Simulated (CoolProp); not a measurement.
Saturation properties of the fluoroketone C6F12O (FK-5-1-12) (Tc = 441.8 K, pc = 1.869 MPa, ω = 0.471).

The numbers come from the reference Helmholtz-energy equation of state, McLinden 2015 in CoolProp.

```tsv
T (K)	p (MPa)	vapour density (kg/m³)	enthalpy of vaporisation (kJ/kg)	liquid cp (kJ/(kg K))
352.5	0.2603	32.10	78.19	1.160
357.9	0.3020	37.26	76.26	1.169
363.4	0.3495	___	74.22	___
368.8	0.4014	49.86	72.13	1.189
374.2	0.4589	57.38	69.95	1.201
379.7	0.5238	66.06	67.61	1.214
385.1	0.5940	75.76	65.19	1.229
390.6	0.6726	87.02	62.58	1.247
396	0.7573	99.69	59.85	1.268
401.5	0.8517	114.6	___	1.293
406.9	0.9529	131.6	53.69	1.323
412.3	1.063	151.6	50.21	1.363
417.8	1.186	176.2	46.25	1.419
423.2	1.317	___	41.82	1.502
```

Problem. Fill in the missing entries.

Solution. 
- 363.4, vapour density (kg/m³): 43.23
- 363.4, liquid cp (kJ/(kg K)): 1.178
- 401.5, enthalpy of vaporisation (kJ/kg): 56.86
- 423.2, vapour density (kg/m³): 206.0

It boils at 322.2 K under 1 atm.
